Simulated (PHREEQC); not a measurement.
Make-up at 20 °C: 0.042 mol HNO3, 0.0079 mol ZnSO4 and 3.2e-05 mol MnSO4 per kg of water. Closed to the air; pH follows from the charge balance.

Computed with PHREEQC (ion-association model, wateq4f.dat).

No solid was allowed to form.

Question: Order these Mn species by the share of Mn that they hold, largest first: Mn(NO3)2, Mn+2, MnSO4.

Answer: Mn+2 (92 %), MnSO4 (8.2 %), Mn(NO3)2 (0.19 %)

Question: Order these S species by the share of S that they hold, largest first: ZnSO4, Zn(SO4)2-2, SO4-2, HSO4-.

Answer: HSO4- (53 %), SO4-2 (35 %), ZnSO4 (11 %), Zn(SO4)2-2 (0.54 %)

The pH is 1.50 and the ionic strength 0.0617 mol/kgw.
